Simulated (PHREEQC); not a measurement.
Make-up at 25 °C: 0.28 mol LiBr, 0.0024 mol Na2SO4 and 0.73 mol NaCl per kg of water. Closed to the air; pH follows from the charge balance.

The numbers come from PHREEQC with the ion-association model, wateq4f.dat.

No solid was allowed to form.

### Question
Predict the activity of water.

### Answer
activity of water 0.966.

### Question
In which forms is S present?

### Answer
SO4-2 55 %, NaSO4- 34 %, LiSO4- 11 % of the S.

The ionic strength is past about 0.7 mol/kgw, beyond the range of this activity model, so the values are rough.
